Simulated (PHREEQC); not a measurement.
PHREEQC input (ion-association model, phreeqc.dat):

```
SOLUTION_SPECIES
  CO3-2 + 10 H+ + 8 e- = CH4 + 3 H2O  # shut off: no methane
    -log_k -100
    -delta_h 0
    -analytic -100
SOLUTION 1
  temp 25
  units mol/kgw
  pH 7 charge
  C(4) 0.03
  Na 0.03
END
SELECTED_OUTPUT 1
  -reset false
  -pH true
  -pe true
  -ionic_strength true
  -water true
  -totals C Na C(-4) C(4) Mtg
  -molalities H+ Na+ CO3-2 OH- HCO3- CO2 (CO2)2 NaOH NaCO3- NaHCO3
USER_PUNCH 1
  -headings p_Mtg(g) phi_Mtg(g) p_H2O(g) phi_H2O(g) density
  10 PUNCH PR_P("Mtg(g)"), PR_PHI("Mtg(g)"), PR_P("H2O(g)"), PR_PHI("H2O(g)"), RHO
PRINT
  -reset false
USE solution 1
REACTION_TEMPERATURE 1
  100
GAS_PHASE 1
  -fixed_pressure
  -pressure 2
  -temperature 100
  -volume 20
  Mtg(g) 2
  H2O(g) 0
END
# ... the last block is repeated for the other 12 points of P (atm)
```

Selected output (columns that matter, 13 of 13 rows; P (atm) added in front):

```
P (atm)	pH	mu	C	Na	Mtg	m_H+	m_Na+	m_OH-	m_HCO3-	p_Mtg(g)	phi_Mtg(g)	p_H2O(g)	phi_H2O(g)	density
2	7.7189	0.029698	0.030726	0.030726	0.00098161	2.2319e-08	0.02952	3.6827e-05	0.028152	0.99804	1.0015	1.002	0.9862	0.96013
5	7.7192	0.029442	0.030456	0.030456	0.0038913	2.2294e-08	0.029265	3.691e-05	0.027912	3.9887	0.99644	1.0113	0.9789	0.96022
10	7.7173	0.0294	0.030411	0.030411	0.0086622	2.2389e-08	0.029223	3.6886e-05	0.027872	8.9759	0.99089	1.0241	0.96954	0.96039
20	7.713	0.029391	0.030403	0.030403	0.017919	2.2607e-08	0.029214	3.6807e-05	0.027864	18.951	0.98112	1.049	0.95216	0.96074
30	7.7087	0.029396	0.030409	0.030409	0.026812	2.2832e-08	0.029219	3.6725e-05	0.027868	28.926	0.97197	1.0742	0.93544	0.96109
40	7.7043	0.029404	0.030419	0.030419	0.035361	2.3059e-08	0.029227	3.6643e-05	0.027876	38.9	0.96328	1.0997	0.9192	0.96145
50	7.7	0.029414	0.03043	0.03043	0.043584	2.3288e-08	0.029236	3.6564e-05	0.027884	48.874	0.955	1.1256	0.90343	0.9618
75	7.6892	0.02944	0.030459	0.030459	0.062837	2.3869e-08	0.029261	3.6375e-05	0.027908	73.808	0.93603	1.1919	0.86601	0.96271
100	7.6785	0.029466	0.03049	0.03049	0.080426	2.446e-08	0.029286	3.62e-05	0.027932	98.74	0.91942	1.2601	0.83146	0.96362
150	7.6573	0.029516	0.030549	0.030549	0.1115	2.567e-08	0.029334	3.589e-05	0.027978	148.6	0.89276	1.4	0.77096	0.96547
200	7.6365	0.029557	0.0306	0.0306	0.13832	2.6916e-08	0.029375	3.5634e-05	0.028017	198.46	0.87401	1.5414	0.7214	0.96734
300	7.5961	0.029612	0.030676	0.030676	0.18318	2.9516e-08	0.029427	3.5269e-05	0.028067	298.18	0.85584	1.8154	0.64987	0.97108
400	7.5571	0.029632	0.030719	0.030719	0.2204	3.2264e-08	0.029445	3.5078e-05	0.028086	397.93	0.85724	2.0675	0.60521	0.9748
```

Away from 25 °C the constants follow the database's enthalpies or fits; those with neither stay at their 25 °C values.
